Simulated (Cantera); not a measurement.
Input (Python, Cantera):

```python
import numpy as np
import cantera as ct

gas = ct.Solution("gri30.yaml")
gas.TPX = 1100, 500000, {'CO': 0.0022, 'O2': 0.0038, 'H2O': 0.0077, 'N2': 1}
inlet = ct.Reservoir(gas, clone=True)

reactor = ct.IdealGasConstPressureReactor(gas, energy="off", clone=False)
exhaust = ct.Reservoir(gas, clone=True)
tau = [1.8, 0.71, 0.28, 0.11, 0.042, 0.016, 0.0063, 0.0024, 0.00095, 0.00037][0]
for a, b in ((inlet, reactor), (reactor, exhaust)):
    ct.MassFlowController(a, b, mdot=lambda t: reactor.mass / tau)
net = ct.ReactorNet([reactor])
show = ['CO', 'O2', 'H2O', 'CO2', 'NO2', 'NO', 'H2O2']

rows = []
print(f"{'tau/s':>10s}{'T/K':>9s}" + "".join(f"{s:>11s}" for s in show))
for tau in [1.8, 0.71, 0.28, 0.11, 0.042, 0.016, 0.0063, 0.0024, 0.00095, 0.00037]:
    net.initial_time = 0.0
    net.advance(30 * tau)
    before = gas.X
    net.advance(40 * tau)
    drift = np.max(np.abs(gas.X - before) / (gas.X + 1e-9))
    rows.append([gas.T, *gas[show].X, drift])
    print(f"{tau:10.3e}{gas.T:9.1f}" + "".join(f"{x:11.3e}" for x in gas[show].X))
```

It prints:

```
     tau/s      T/K         CO         O2        H2O        CO2        NO2         NO       H2O2
 1.800e+00   1100.0  4.567e-04  2.896e-03  7.597e-03  1.715e-03  2.255e-09  1.784e-09  3.139e-08
 7.100e-01   1100.0  7.773e-04  3.057e-03  7.593e-03  1.394e-03  1.115e-09  1.163e-09  5.854e-08
 2.800e-01   1100.0  1.200e-03  3.269e-03  7.588e-03  9.709e-04  4.084e-10  5.278e-10  9.268e-08
 1.100e-01   1100.0  1.620e-03  3.478e-03  7.585e-03  5.509e-04  1.125e-10  1.664e-10  1.219e-07
 4.200e-02   1100.0  1.921e-03  3.627e-03  7.587e-03  2.493e-04  2.412e-11  3.855e-11  1.341e-07
 1.600e-02   1100.0  2.076e-03  3.702e-03  7.590e-03  9.439e-05  4.592e-12  7.900e-12  1.239e-07
 6.300e-03   1100.0  2.141e-03  3.733e-03  7.593e-03  2.978e-05  7.323e-13  1.501e-12  8.770e-08
 2.400e-03   1100.0  2.167e-03  3.747e-03  7.595e-03  3.327e-06  1.128e-14  6.148e-14  1.262e-08
 9.500e-04   1100.0  2.170e-03  3.749e-03  7.596e-03  3.341e-09  4.663e-22  2.683e-18  3.752e-13
 3.700e-04   1100.0  2.170e-03  3.749e-03  7.596e-03  4.608e-10  3.719e-24  3.793e-19  3.465e-14
```

Cantera simulation using GRI-Mech 3.0 (53 species, 325 reactions); the numbers are that mechanism's predictions, not measurements.
